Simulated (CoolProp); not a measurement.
Vapour-liquid equilibrium of propane (1) + cyclopropane (2) at 33.15 °C; x and y are mole fractions of (1).

Model: multi-fluid Helmholtz-energy mixture model, Lemmon 2009 and Polt 1992; pair parameters Bell 2016, in CoolProp. This equation is an older, rougher fit; its heat capacities, sound speeds and derivatives of the liquid may be far off and weren't checked against measurements.

| x | bubble pressure (bar) | y at the bubble point | dew pressure at overall composition x (bar) | liquid density (mol/L) |
|---|---|---|---|---|
| 0.05 | 9.226 | 0.071 | 9.150 | (withheld) |
| 0.2 | 9.913 | 0.258 | 9.698 | 13.53 |
| 0.35 | 10.49 | (withheld) | (withheld) | 12.93 |
| 0.5 | 10.95 | 0.555 | 10.78 | 12.38 |
| 0.65 | 11.31 | 0.685 | 11.22 | 11.87 |
| 0.8 | 11.55 | 0.814 | 11.53 | 11.41 |
| 0.95 | 11.65 | 0.951 | 11.65 | 10.99 |

Task: Fill in the missing entries.

Result: 
- 0.05, liquid density (mol/L): 14.18
- 0.35, y at the bubble point: 0.415
- 0.35, dew pressure at overall composition x (bar): 10.25

No azeotrope shows between x = 0.05 and 0.95.

The pair parameters rest on a limited set of measurements; away from them the model extrapolates.
